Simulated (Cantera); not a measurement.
An isothermal, constant-pressure homogeneous reactor starts with NH₃ : H₂ = 1 : 24 (molar parts), at 1600 K and 13000 Pa.

Computed with Cantera and the gas-phase N/H chemistry of the illustrative SiF4/NH3 mechanism in the Surface Chemkin manual (1991). Walls and surfaces, which speed up NH3 decomposition in real reactors, are not modelled.

Question: Predict: x(NH₃) at 100 s; x(H₂) at 100 s; x(N) at 100 s; x(NH) at 100 s; x(NH₂) at 100 s; x(N₂) at 100 s.

Answer: 
| Quantity | Result |
|---|---|
| x(NH₃) at 100 s | 0.0228 (gas-phase equilibrium 8.07e-7) |
| x(H₂) at 100 s | 0.969 (gas-phase equilibrium 0.981) |
| x(N) at 100 s | 4.58e-9 (gas-phase equilibrium <1e-12) |
| x(NH) at 100 s | 6.99e-8 (gas-phase equilibrium 3.36e-12) |
| x(NH₂) at 100 s | 7.14e-6 (gas-phase equilibrium 2.94e-10) |
| x(N₂) at 100 s | 0.00829 (gas-phase equilibrium 0.0192) |
